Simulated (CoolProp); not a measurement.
Vapour-liquid equilibrium of carbon dioxide (1) + n-butane (2) at 224.1 K; x and y are mole fractions of (1).

Model: multi-fluid Helmholtz-energy mixture model, Span 1996 and Bücker 2006; pair parameters Kunz 2012, in CoolProp.

```json
[
 {"x": "0.05", "bubble pressure, mixture model (kPa)": "105.0", "bubble pressure, Raoult's law (kPa)": "44.97", "y, mixture model": "0.905", "y, Raoult's law": "0.788"},
 {"x": "0.125", "bubble pressure, mixture model (kPa)": "236.6", "bubble pressure, Raoult's law (kPa)": "97.40", "y, mixture model": "0.959", "y, Raoult's law": "0.910"},
 {"x": "0.2", "bubble pressure, mixture model (kPa)": "344.9", "bubble pressure, Raoult's law (kPa)": "149.8", "y, mixture model": "0.972", "y, Raoult's law": "0.946"},
 {"x": "0.275", "bubble pressure, mixture model (kPa)": "426.3", "bubble pressure, Raoult's law (kPa)": "202.3", "y, mixture model": "0.978", "y, Raoult's law": "0.964"},
 {"x": "0.35", "bubble pressure, mixture model (kPa)": "483.0", "bubble pressure, Raoult's law (kPa)": "254.7", "y, mixture model": "0.981", "y, Raoult's law": "0.974"},
 {"x": "0.425", "bubble pressure, mixture model (kPa)": "520.6", "bubble pressure, Raoult's law (kPa)": "307.1", "y, mixture model": "0.983", "y, Raoult's law": "0.981"},
 {"x": "0.5", "bubble pressure, mixture model (kPa)": "545.3", "bubble pressure, Raoult's law (kPa)": "359.5", "y, mixture model": "0.984", "y, Raoult's law": "0.986"},
 {"x": "0.575", "bubble pressure, mixture model (kPa)": "562.9", "bubble pressure, Raoult's law (kPa)": "412.0", "y, mixture model": "0.985", "y, Raoult's law": "0.990"},
 {"x": "0.65", "bubble pressure, mixture model (kPa)": "578.0", "bubble pressure, Raoult's law (kPa)": "464.4", "y, mixture model": "0.986", "y, Raoult's law": "0.992"},
 {"x": "0.725", "bubble pressure, mixture model (kPa)": "594.1", "bubble pressure, Raoult's law (kPa)": "516.8", "y, mixture model": "0.987", "y, Raoult's law": "0.995"},
 {"x": "0.8", "bubble pressure, mixture model (kPa)": "614.2", "bubble pressure, Raoult's law (kPa)": "569.3", "y, mixture model": "0.989", "y, Raoult's law": "0.996"},
 {"x": "0.875", "bubble pressure, mixture model (kPa)": "640.9", "bubble pressure, Raoult's law (kPa)": "621.7", "y, mixture model": "0.991", "y, Raoult's law": "0.998"},
 {"x": "0.95", "bubble pressure, mixture model (kPa)": "677.3", "bubble pressure, Raoult's law (kPa)": "674.1", "y, mixture model": "0.995", "y, Raoult's law": "0.999"}
]
```

The largest gap from Raoult's law is +142.9 % in bubble pressure, at x = 0.125. No azeotrope shows between x = 0.05 and 0.95.

Pair parameters are fitted to limited data, so mixtures are less certain than the pure fluids. With so large a gap from Raoult's law the liquid may split in two, which this calculation doesn't test in full.
